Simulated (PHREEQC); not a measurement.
Dissolve 0.0028 mol/kgw HF, 0.00036 mol/kgw KF and 9.3e-07 mol/kgw H4SiO4 at 25 °C. Closed to the air; pH follows from the charge balance.

Computed with PHREEQC (ion-association model, phreeqc.dat).

Precipitation was switched off in this run.

### Question
What pH, specific conductance does the model give?

### Answer
pH 3.02; specific conductance 430 µS/cm.

### Question
In which forms is Si present?

### Answer
SiF6-2 86 %, H4SiO4 14 % of the Si.

SiF6-2 is the database's only silicon fluoride.
